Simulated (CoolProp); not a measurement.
A Linde-Hampson liquefier for nitrogen: isothermal reversible compression at 280 K from 1 atm to 10 MPa, throttling to 1 atm, return gas leaving the recuperator 10 K below the feed. Each further row changes one setting.

Model: reference Helmholtz-energy equation of state, Span 2000, in CoolProp.

```
case                        liquid yield per pass  compression work (kJ/kg of gas)
--------------------------  ---------------------  -------------------------------
as stated                              (withheld)                              380
high pressure 20 MPa                        0.068                       (withheld)
warm-end temperature 310 K             (withheld)                       (withheld)
warm-end gap 15 K                      (withheld)                              380
```

**Question.** Complete the blanks.

**Answer.** 
- as stated, liquid yield per pass: 0.030
- high pressure 20 MPa, compression work (kJ/kg of gas): 438
- warm-end temperature 310 K, liquid yield per pass: 0.017
- warm-end temperature 310 K, compression work (kJ/kg of gas): 423
- warm-end gap 15 K, liquid yield per pass: 0.018
